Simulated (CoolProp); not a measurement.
R404A along the isobar 19.4 bar: density (kg/m³) from the reference equation and from simpler models built on Tc = 345.3 K, pc = 37.35 bar, ω = 0.293; each cubic takes its own stable root.

Values from CoolProp's reference Helmholtz-energy equation of state, Lemmon 2003. It is a pseudo-pure fit of the blend.

```json
[
 {"T (K)": "344.1", "phase": "gas", "reference": "85.04", "ideal gas": "66.18", "van der Waals": "81.06", "Soave-Redlich-Kwong": "83.49", "Peng-Robinson": "85.48"},
 {"T (K)": "360.3", "phase": "gas", "reference": "77.17", "ideal gas": "63.21", "van der Waals": "75.20", "Soave-Redlich-Kwong": "76.10", "Peng-Robinson": "77.75"},
 {"T (K)": "376.6", "phase": "gas", "reference": "71.16", "ideal gas": "60.47", "van der Waals": "70.30", "Soave-Redlich-Kwong": "70.32", "Peng-Robinson": "71.72"},
 {"T (K)": "392.8", "phase": "gas", "reference": "66.37", "ideal gas": "57.98", "van der Waals": "66.15", "Soave-Redlich-Kwong": "65.65", "Peng-Robinson": "66.85"},
 {"T (K)": "409", "phase": "gas", "reference": "62.37", "ideal gas": "55.68", "van der Waals": "62.55", "Soave-Redlich-Kwong": "61.73", "Peng-Robinson": "62.79"},
 {"T (K)": "425.2", "phase": "gas", "reference": "58.96", "ideal gas": "53.56", "van der Waals": "59.39", "Soave-Redlich-Kwong": "58.37", "Peng-Robinson": "59.31"},
 {"T (K)": "441.5", "phase": "gas", "reference": "55.98", "ideal gas": "51.58", "van der Waals": "56.56", "Soave-Redlich-Kwong": "55.42", "Peng-Robinson": "56.26"},
 {"T (K)": "457.7", "phase": "gas", "reference": "53.37", "ideal gas": "49.76", "van der Waals": "54.04", "Soave-Redlich-Kwong": "52.84", "Peng-Robinson": "53.59"}
]
```
